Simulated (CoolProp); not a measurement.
The fluid at 453.69 K and 1.74 MPa flows at 1.7 m/s in a round tube of 50 mm bore and 15 µm roughness, fully developed (64/Re and Nu = 3.66 if laminar; Colebrook and Gnielinski if turbulent). The same conditions are run with several fluids, on thermodynamics alone (safety and materials aside).

Model: reference Helmholtz-energy equation of state of each fluid (CF4 (R14): Platzer 1990; sulfur hexafluoride: Guder 2009; ethane: Bücker 2006; R22: Kamei 1995; n-butane: Bücker 2006), in CoolProp. The equations of Platzer and Polt are older, rougher fits.

```csv
fluid,Reynolds number,Darcy friction factor,pressure drop (Pa/m),heat-transfer coefficient (W/(m² K)),mass flow (kg/h)
CF4 (R14),140000,0.0185,21.8,157,490
sulfur hexafluoride,264000,0.0172,35.0,248,846
ethane,87100,[?],8.24,166,172
R22,173000,0.0180,22.1,155,510
n-butane,225000,0.0175,[?],[?],373
```

### Question
Fill in the missing entries.

### Answer

- ethane, Darcy friction factor: 0.0199
- n-butane, pressure drop (Pa/m): 15.7
- n-butane, heat-transfer coefficient (W/(m² K)): 321

Transport values come from each fluid's own correlations; those of CF4 (R14), R22 are estimates that may be off by 10 % or more.
